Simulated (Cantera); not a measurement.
Input: 1 mol C₂F₆, at 2750 °C and 4.20e-5 bar.

Equilibrium computed with Cantera from the NASA thermochemical tables; the gas is ideal and each condensed phase is pure. Candidate condensed phases: C; 13 gas species. The feed counts by its element totals alone. Equilibrium is a limit: real reactors are often held back by kinetics, nucleation or transport.

Base state: F 0.781, C 0.178, C₃ 0.0159, C₂ 0.0136, CF 0.0113, CF₂ 1.64e-5 (mole fractions); condensed: gas only.

Question: What changes in the equilibrium state with this change: C₂F₆ replaced by c-C₄F₈?

Answer: 
```
species   before    after
-------  -------  -------
F          0.781    0.716
C          0.178    0.220
C₃        0.0159   0.0300
C₂        0.0136   0.0208
CF        0.0113   0.0128
C₅       4.38e-6  1.27e-5
C₄       6.79e-6  1.59e-5
CF₂      1.64e-5  1.71e-5
```

Question: What changes in the equilibrium state with this change: 0.61 mol HF added?

Answer: 
```
species   before    after
-------  -------  -------
F          0.781    0.736
C          0.178    0.161
H              0   0.0598
C₃        0.0159   0.0118
C₂        0.0136   0.0112
CF        0.0113  0.00961
HF             0  0.00999
CF₂      1.64e-5  1.32e-5
```
Further candidate phases: C₆H₆, C₇H₈, C₈H₁₈.

Question: What changes in the equilibrium state with this change: C₂F₆ replaced by CH₃Cl?

Answer: 
| species | before | after |
|---|---|---|
| H | 0 | 0.618 |
| Cl | 0 | 0.206 |
| C | 0.178 | 0.155 |
| F | 0.781 | 0 |
| CF | 0.0113 | 0 |
| C₃ | 0.0159 | 0.0104 |
| C₂ | 0.0136 | 0.0103 |
| H₂ | 0 | 0.000559 |
| HCl | 0 | 0.000274 |
| C₂H | 0 | 7.75e-5 |
Further candidate phases: C₆H₆, C₇H₈, C₈H₁₈.
